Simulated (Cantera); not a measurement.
Standard-state values (1 bar) from the NASA 1993 polynomials, evaluated with Cantera. Values are per mole of reaction as written; species without (g) are pure solids or liquids, kept so even where they would boil at 1 bar.

a) 0.6667 Fe + Cl2(g) → 0.3333 Fe2Cl6(g)
b) 2 Li + Cl2(g) → 2 LiCl(g)
c) 0.6667 Al + Cl2(g) → 0.6667 AlCl3(g)
d) H2(g) + Cl2(g) → 2 HCl(g)
e) 2 K + Cl2(g) → 2 KCl(g)

Task: Order these by ΔG° at 800 K, most negative first.

Result: e (-517 kJ), b (-496 kJ), c (-363 kJ), d (-199 kJ), a (-170 kJ)
